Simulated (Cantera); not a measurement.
Charge: 1 mol CsCl, 0.47 mol H₂O, 2.2 mol H₂, held at 1175 °C and 0.000920 bar.

These are equilibrium values from Cantera (NASA tables, ideal gas, pure condensed phases), not measurements of a reactor. Candidate condensed phases: Cs, CsCl, CsOH, H₂O; 22 gas species. The numbers say what is thermodynamically allowed, not how fast it happens.

### Question
What is the equilibrium state?

### Answer
```json
{
 "x(H₂)": "0.597",
 "x(CsCl)": "0.269",
 "x(H₂O)": "0.128",
 "x(HCl)": "0.00276",
 "x(Cs)": "0.00239",
 "x(CsOH)": "0.000374",
 "x(H)": "0.000235",
 "x(Cs₂Cl₂)": "7.54e-5",
 "x(OH)": "1.20e-6",
 "gas_amount": "3.675 mol",
 "log10 activity of CsCl(l) (absent)": "-3.02",
 "log10 activity of Cs(l) (absent)": "-6.91",
 "log10 activity of CsOH(l) (absent)": "-7.10"
}
```
